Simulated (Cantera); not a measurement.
Input: 1 mol Si, 20 mol HCl, 59 mol H2, at 0.0585 Torr.

Cantera equilibrium calculation (NASA polynomials, part measured and part estimated; ideal gas, pure solids and liquids). Candidate condensed phases: Si; 19 gas species. The tables' values for SiCl3 are old estimates; treat these amounts as uncertain. Equilibrium is a limit: real reactors are often held back by kinetics, nucleation or transport.

log p: log10 of the partial pressure in bar; nothing condenses.

| T (K) | log p H2 | log p HCl | log p SiCl4 | log p SiCl2 | log p SiCl3 | log p SiHCl3 |
|---|---|---|---|---|---|---|
| 648 | -4.21 | -4.80 | -6.00 | -15.63 | -12.22 | … |
| 723 | -4.21 | -4.80 | -6.00 | -13.09 | -10.74 | … |
| 798 | -4.21 | -4.80 | -6.00 | -11.04 | -9.55 | … |
| 873 | -4.21 | -4.80 | -6.00 | -9.34 | -8.56 | … |
| 948 | -4.22 | -4.79 | -6.02 | -7.94 | -7.75 | … |
| 1023 | -4.22 | -4.79 | -6.12 | -6.85 | -7.15 | … |
| 1098 | -4.22 | -4.77 | -6.51 | -6.25 | -6.96 | … |
| 1173 | -4.23 | -4.75 | -7.21 | -6.07 | -7.14 | … |
| 1248 | -4.23 | -4.75 | -7.95 | -6.03 | -7.42 | … |
| 1323 | -4.23 | -4.75 | -8.63 | -6.02 | -7.69 | … |

Problem. Fill in the missing entries.

Solution. 
- 648, log p SiHCl3: -9.53
- 723, log p SiHCl3: -8.94
- 798, log p SiHCl3: -8.48
- 873, log p SiHCl3: -8.09
- 948, log p SiHCl3: -7.79
- 1023, log p SiHCl3: -7.62
- 1098, log p SiHCl3: -7.81
- 1173, log p SiHCl3: -8.31
- 1248, log p SiHCl3: -8.88
- 1323, log p SiHCl3: -9.40
